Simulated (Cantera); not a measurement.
What does this Cantera script print?

```python
import numpy as np
import cantera as ct

gas = ct.Solution("gri30.yaml")
gas.TPX = 1500, 40000, {'CH4': 1, 'C2H6': 0.059, 'C3H8': 0.17, 'O2': 9.26, 'N2': 34.8}
reactor = ct.IdealGasReactor(gas, energy="on", clone=False)
net = ct.ReactorNet([reactor])
net.rtol, net.atol = 1e-08, 1e-16
show = ['CH4', 'C2H6', 'C3H8', 'CH2O', 'H2O']
times = np.geomspace(1e-06, 0.3, 16)

steps = ct.SolutionArray(gas, extra=["t"])
rows = []
print(f"{'t/s':>10s}{'T/K':>9s}{'P/Pa':>11s}" + "".join(f"{s:>11s}" for s in show))
for t in times:
    while net.time < t:
        t_next = net.step()
        steps.append(gas.state, t=t_next)
    rows.append([np.interp(t, steps.t, y) for y in (steps.T, steps.P, *steps(*show).X.T)])
    print(f"{t:10.3e}{rows[-1][0]:9.1f}{rows[-1][1]:11.4g}" + "".join(f"{x:11.3e}" for x in rows[-1][2:]))
rate = np.gradient(steps.T, steps.t)
print("integrator steps:", len(steps.t))
if steps.T.max() > steps.T[0] + 200:
    print(f"time of steepest temperature rise: {steps.t[rate.argmax()]:.4e} s")
gas.TPX = 1500, 40000, {'CH4': 1, 'C2H6': 0.059, 'C3H8': 0.17, 'O2': 9.26, 'N2': 34.8}
gas.equilibrate("UV")
print(f"equilibrium (UV): T = {gas.T:.1f} K  " + "  ".join(f"{s} {gas[s].X[0]:.3e}" for s in show))
```

Output:

```
       t/s      T/K       P/Pa        CH4       C2H6       C3H8       CH2O        H2O
 1.000e-06   1499.9      4e+04  2.208e-02  1.302e-03  3.748e-03  7.311e-09  1.140e-08
 2.318e-06   1499.8      4e+04  2.208e-02  1.301e-03  3.740e-03  4.502e-08  2.296e-07
 5.374e-06   1499.5  3.999e+04  2.207e-02  1.299e-03  3.720e-03  3.285e-07  3.270e-06
 1.246e-05   1498.9  3.998e+04  2.205e-02  1.290e-03  3.663e-03  3.178e-06  2.574e-05
 2.888e-05   1497.7  3.995e+04  2.195e-02  1.263e-03  3.510e-03  3.310e-05  1.315e-04
 6.694e-05   1497.7  3.999e+04  2.146e-02  1.195e-03  3.030e-03  2.682e-04  7.435e-04
 1.552e-04   1551.9  4.166e+04  1.725e-02  7.942e-04  1.001e-03  1.712e-03  7.675e-03
 3.597e-04   2085.4  5.696e+04  1.069e-19  7.113e-36  2.066e-52  2.122e-12  5.090e-02
 8.339e-04   2239.3  6.061e+04  2.271e-20  1.866e-37  8.509e-55  8.131e-13  5.517e-02
 1.933e-03   2324.9  6.261e+04  9.797e-21  8.699e-39  1.452e-56  2.964e-13  5.799e-02
 4.481e-03   2339.3  6.294e+04  8.125e-21  3.559e-39  4.802e-57  2.328e-13  5.856e-02
 1.039e-02   2337.7  6.289e+04  7.910e-21  3.850e-39  5.135e-57  2.282e-13  5.860e-02
 2.408e-02   2333.9  6.278e+04  7.502e-21  3.503e-39  4.472e-57  2.201e-13  5.866e-02
 5.583e-02   2327.0  6.259e+04  6.815e-21  2.950e-39  3.477e-57  2.062e-13  5.878e-02
 1.294e-01   2318.7  6.236e+04  6.053e-21  2.385e-39  2.547e-57  1.903e-13  5.891e-02
 3.000e-01   2314.3  6.223e+04  5.678e-21  2.126e-39  2.152e-57  1.823e-13  5.898e-02
integrator steps: 1642
time of steepest temperature rise: 2.1019e-04 s
equilibrium (UV): T = 2313.8 K  CH4 8.765e-21  C2H6 4.181e-39  C3H8 4.498e-57  CH2O 1.814e-13  H2O 5.899e-02
```

Computed with Cantera and GRI-Mech 3.0 (53 species, 325 reactions). GRI-Mech 3.0 was tuned for natural gas; its chemistry of propane as a main component is partial and can be far from experiment.
